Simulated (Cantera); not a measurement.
A Cantera script and its output.

```python
import numpy as np
import cantera as ct

gas = ct.Solution("gri30.yaml")
gas.TPX = 1748, 110000, {'CO': 1, 'H2': 0.055, 'O2': 0.44, 'N2': 1.65, 'CO2': 0.24}
reactor = ct.IdealGasReactor(gas, energy="on", clone=False)
net = ct.ReactorNet([reactor])
net.rtol, net.atol = 1e-08, 1e-16
show = ['CO', 'H2', 'O2', 'H2O', 'N2O']
times = np.geomspace(6e-06, 2, 16)

steps = ct.SolutionArray(gas, extra=["t"])
rows = []
print(f"{'t/s':>10s}{'T/K':>9s}{'P/Pa':>11s}" + "".join(f"{s:>11s}" for s in show))
for t in times:
    while net.time < t:
        t_next = net.step()
        steps.append(gas.state, t=t_next)
    rows.append([np.interp(t, steps.t, y) for y in (steps.T, steps.P, *steps(*show).X.T)])
    print(f"{t:10.3e}{rows[-1][0]:9.1f}{rows[-1][1]:11.4g}" + "".join(f"{x:11.3e}" for x in rows[-1][2:]))
rate = np.gradient(steps.T, steps.t)
print("integrator steps:", len(steps.t))
if steps.T.max() > steps.T[0] + 200:
    print(f"time of steepest temperature rise: {steps.t[rate.argmax()]:.4e} s")
gas.TPX = 1748, 110000, {'CO': 1, 'H2': 0.055, 'O2': 0.44, 'N2': 1.65, 'CO2': 0.24}
gas.equilibrate("UV")
print(f"equilibrium (UV): T = {gas.T:.1f} K  " + "  ".join(f"{s} {gas[s].X[0]:.3e}" for s in show))
```

Result:

```
       t/s      T/K       P/Pa         CO         H2         O2        H2O        N2O
 6.000e-06   1748.0    1.1e+05  2.954e-01  1.621e-02  1.299e-01  1.740e-05  8.302e-11
 1.401e-05   1751.7  1.102e+05  2.928e-01  1.259e-02  1.257e-01  1.982e-03  8.624e-09
 3.270e-05   1897.4  1.187e+05  2.417e-01  1.227e-03  7.886e-02  6.475e-03  3.362e-07
 7.634e-05   2201.7  1.353e+05  2.125e-01  1.472e-03  6.346e-02  6.058e-03  3.838e-07
 1.782e-04   2570.6  1.543e+05  1.933e-01  1.366e-03  5.824e-02  8.724e-03  5.035e-07
 4.160e-04   2850.8  1.679e+05  1.721e-01  1.167e-03  4.909e-02  1.055e-02  7.332e-07
 9.712e-04   2875.4  1.688e+05  1.692e-01  1.156e-03  4.500e-02  1.089e-02  8.194e-07
 2.267e-03   2870.7  1.685e+05  1.691e-01  1.165e-03  4.321e-02  1.098e-02  8.694e-07
 5.293e-03   2870.1  1.684e+05  1.690e-01  1.167e-03  4.299e-02  1.099e-02  8.767e-07
 1.236e-02   2870.1  1.684e+05  1.690e-01  1.167e-03  4.299e-02  1.099e-02  8.767e-07
 2.884e-02   2870.1  1.684e+05  1.690e-01  1.167e-03  4.299e-02  1.099e-02  8.767e-07
 6.734e-02   2870.1  1.684e+05  1.690e-01  1.167e-03  4.299e-02  1.099e-02  8.767e-07
 1.572e-01   2870.1  1.684e+05  1.690e-01  1.167e-03  4.299e-02  1.099e-02  8.767e-07
 3.670e-01   2870.1  1.684e+05  1.690e-01  1.167e-03  4.299e-02  1.099e-02  8.767e-07
 8.567e-01   2870.1  1.684e+05  1.690e-01  1.167e-03  4.299e-02  1.099e-02  8.767e-07
 2.000e+00   2870.1  1.684e+05  1.690e-01  1.167e-03  4.299e-02  1.099e-02  8.767e-07
integrator steps: 1183
time of steepest temperature rise: 3.0839e-05 s
equilibrium (UV): T = 2870.1 K  CO 1.690e-01  H2 1.167e-03  O2 4.299e-02  H2O 1.099e-02  N2O 8.767e-07
```

Computed with Cantera and GRI-Mech 3.0 (53 species, 325 reactions).
